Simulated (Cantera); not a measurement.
A Cantera script and what it prints.

```python
import numpy as np
import cantera as ct

gas_names = """
    H H2 N NH NH2 NH3 N2 N2H2 N2H4 Si SiH SiH2 SiH3 SiH4 SiN Si2 Si2N Si3
""".split()
cond_names = """
    Si(cr) Si(L) Si3N4(a)
""".split()


def load(file, names, dense=False):
    # The tables refer to 1 bar. Condensed volumes are neglected.
    table = {s.name: s for s in ct.Species.list_from_file(file)}
    out = []
    for n in names:
        d = dict(table[n].input_data)
        d["thermo"] = dict(d["thermo"], **{"reference-pressure": 1e5})
        if dense:
            d["equation-of-state"] = {"model": "constant-volume", "density": "1e6 g/cm^3"}
        out.append(ct.Species.from_dict(d))
    return out


gas = ct.Solution(thermo="ideal-gas", species=load("nasa_gas.yaml", gas_names))
cond = {s.name: ct.Solution(thermo="fixed-stoichiometry", species=[s], name=s.name)
        for s in load("nasa_condensed.yaml", cond_names, dense=True)}
atoms = {
    'Si3N4': {'Si': 3, 'N': 4},
    'H2': {'H': 2},
}
top_T = {'Si3N4(a)': 2400}  # K; cautious upper limits of use, not melting points


def equilibrate(T, P, feed):
    n = {}
    for name, mol in feed.items():
        for a, k in atoms[name].items():
            n[a] = n.get(a, 0.0) + k * mol
    gas.TPX = T, P, n
    mass = sum(n.values()) * gas.mean_molecular_weight
    gas.equilibrate("TP")
    valid = [c for c in cond.values() if c.min_temp <= T <= top_T.get(c.name, c.max_temp)]
    mix = ct.Mixture([(gas, mass / gas.mean_molecular_weight)] + [(c, 0.0) for c in valid])
    mix.T, mix.P = T, P
    mix.equilibrate("TP", solver="vcs", rtol=1e-11, max_steps=5000)
    return mix


results = []
feed = {'Si3N4': 1, 'H2': 8.6}  # mol
P = 3.7  # Pa
for T in [1500, 1700, 1900, 2100, 2300, 2500, 2700, 2900]:
    mix = equilibrate(T, P, feed)
    results.append((T, P, feed, dict(zip(mix.species_names, mix.species_moles))))
    x = sorted(zip(gas.X, gas.species_names), reverse=True)
    print(f"T = {T:g} K  P = {P:g} Pa  gas = {mix.phase_moles(0):.4g} mol")
    print("   x: " + "  ".join(f"{s} {v:.3e}" for v, s in x if v > 0.001))
    print("   condensed (mol): " + ("  ".join(f"{mix.phase(i).name} {mix.phase_moles(i):.4g}"
          for i in range(1, mix.n_phases) if mix.phase_moles(i) > 1e-12) or "none"))
```

Result:

```
T = 1500 K  P = 3.7 Pa  gas = 10.62 mol
   x: H2 8.087e-01  N2 1.884e-01  H 2.602e-03
   condensed (mol): Si(cr) 2.997
T = 1700 K  P = 3.7 Pa  gas = 10.92 mol
   x: H2 7.768e-01  N2 1.831e-01  H 2.135e-02  Si 1.834e-02
   condensed (mol): Si(L) 2.794
T = 1900 K  P = 3.7 Pa  gas = 14.26 mol
   x: H2 5.539e-01  Si 2.066e-01  N2 1.401e-01  H 9.710e-02  Si2 1.007e-03
   condensed (mol): none
T = 2100 K  P = 3.7 Pa  gas = 16.13 mol
   x: H2 3.760e-01  H 3.141e-01  Si 1.853e-01  N2 1.240e-01
   condensed (mol): none
T = 2300 K  P = 3.7 Pa  gas = 19.43 mol
   x: H 6.003e-01  Si 1.542e-01  H2 1.424e-01  N2 1.029e-01
   condensed (mol): none
T = 2500 K  P = 3.7 Pa  gas = 21.52 mol
   x: H 7.359e-01  Si 1.394e-01  N2 9.293e-02  H2 3.170e-02
   condensed (mol): none
T = 2700 K  P = 3.7 Pa  gas = 22.05 mol
   x: H 7.665e-01  Si 1.360e-01  N2 9.065e-02  H2 6.733e-03
   condensed (mol): none
T = 2900 K  P = 3.7 Pa  gas = 22.17 mol
   x: H 7.726e-01  Si 1.353e-01  N2 9.004e-02  H2 1.672e-03
   condensed (mol): none
```

Equilibrium computed with Cantera from the NASA thermochemical tables; the gas is ideal and each condensed phase is pure. The tables' values for SiN are old estimates; treat these amounts as uncertain. Gases not in the tables: Si2H6 and higher silanes.
